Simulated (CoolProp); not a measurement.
The numbers come from the reference Helmholtz-energy equation of state, Akasaka 2023 in CoolProp.

Task: Give the vapour pressure (MPa), liquid density (kg/m³), vapour density (kg/m³), enthalpy of vaporisation (kJ/kg) of saturated R1224YDZ at 323, 351.1 K.

Result: 
```json
[
 {"T (K)": "323", "p (MPa)": "0.329", "liquid density (kg/m³)": "1290", "vapour density (kg/m³)": "20.3", "enthalpy of vaporisation (kJ/kg)": "151"},
 {"T (K)": "351.1", "p (MPa)": "0.699", "liquid density (kg/m³)": "1200", "vapour density (kg/m³)": "43.1", "enthalpy of vaporisation (kJ/kg)": "134"}
]
```
